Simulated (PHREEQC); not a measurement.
A solution holds 5.1 mmol/kgw MnSO4, 0.14 mmol/kgw H3AsO4 and 70 mmol/kgw H2SO4, at 12 °C. Closed to the air; pH follows from the charge balance.

Equilibrium calculation in PHREEQC: ion-association model, wateq4f.dat.

This is a speciation only: nothing precipitates in the calculation.

Task: Order these S species by the share of S that they hold, largest first: MnSO4, HSO4-, SO4-2.

Result: HSO4- (70 %), SO4-2 (28 %), MnSO4 (1.9 %)

The pH is 1.14 and the ionic strength 0.120 mol/kgw. At this temperature some constants are extrapolated from 25 °C, and those without enthalpy data are left unchanged. The database has no arsenate complexes of Mn.
